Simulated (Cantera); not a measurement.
A perfectly stirred reactor is fed with 9.54 % CH4, 0.487 % C2H6, 18.9 % O2, 71.1 % N2, at 218 Torr; it is adiabatic with a 475 K inlet, and is followed from long to short residence time, starting on the burning branch (τ in s: 0.058, 0.024, 0.0098, 0.004, 0.0017, 0.00068, 0.00028, 0.00011, 4.7e-05, 1.9e-05, 7.9e-06, 3.2e-06).

Cantera simulation using GRI-Mech 3.0 (53 species, 325 reactions); the numbers are that mechanism's predictions, not measurements.

x: mole fraction; the columns are a selection and need not sum to one.

```csv
τ (s),T (K),x CH4,x C2H6,x O2,x H2O2,x N2O
0.058,2207,7.98e-6,6.39e-8,0.00524,3.13e-8,3.44e-8
0.024,2161,1.50e-5,1.46e-7,0.00707,3.88e-8,2.94e-8
0.0098,2104,?,?,?,?,?
0.0040,2042,6.12e-5,7.50e-7,0.0116,6.60e-8,2.29e-8
0.0017,1985,0.000132,1.68e-6,0.0139,8.49e-8,2.17e-8
0.00068,1930,0.000327,4.26e-6,0.0169,1.08e-7,2.08e-8
0.00028,1870,0.000936,1.23e-5,0.0227,1.41e-7,1.98e-8
0.00011,475,0.0954,0.00487,0.189,<1e-12,<1e-12
4.7e-5,475,0.0954,0.00487,0.189,<1e-12,<1e-12
1.9e-5,475,0.0954,0.00487,0.189,<1e-12,<1e-12
7.9e-6,475,0.0954,0.00487,0.189,<1e-12,<1e-12
3.2e-6,475,0.0954,0.00487,0.189,<1e-12,<1e-12
```

### Question
Some entries are withheld; supply them.

### Answer

- 0.0098, x CH4: 2.94e-5
- 0.0098, x C2H6: 3.31e-7
- 0.0098, x O2: 0.00925
- 0.0098, x H2O2: 5.01e-8
- 0.0098, x N2O: 2.54e-8
